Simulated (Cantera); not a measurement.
Feed: 1 mol Si, a varied amount of HBr, 12 mol N₂, held at 923.15 K and 1.20e-5 bar.

These are equilibrium values from Cantera (NASA tables, ideal gas, pure condensed phases), not measurements of a reactor. Candidate condensed phases: Br₂, Si, Si₃N₄; 28 gas species. N₂ is the only nitrogen source here; it is nearly inert below about 1500 K, so the nitride shown seldom forms there in practice. The tables' values for SiBr₃ are old estimates; treat these amounts as uncertain. Rates play no part.

**Question.** At 12 mol HBr, list the 5 most abundant gas species with their mole fractions, and the condensed phases.

**Answer.** N₂ 0.503, HBr 0.435, H₂ 0.0411, SiBr₄ 0.0204, Br 0.000521. Condensed: Si₃N₄(s).
